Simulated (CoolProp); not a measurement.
Values from CoolProp's reference Helmholtz-energy equation of state, Platzer 1990. This equation is an older, rougher fit; its heat capacities, sound speeds and derivatives of the liquid may be far off and weren't checked against measurements.

For CF4 (R14), give the phase and the conductivity (mW/(m K)), Prandtl number at 406.8 K and 105 kPa; 408.5 K and 882 kPa; 424.4 K and 13.3 kPa.


- 406.8 K and 105 kPa: gas; conductivity 24.8, Prandtl number 0.748
- 408.5 K and 882 kPa: gas; conductivity 25.1, Prandtl number 0.757
- 424.4 K and 13.3 kPa: gas; conductivity 26.2, Prandtl number 0.746

Viscosity comes from a separate model (Huber 2003), an estimate that may be off by 10 % or more. Thermal conductivity comes from a separate model (Huber 2003), an estimate that may be off by 10 % or more.
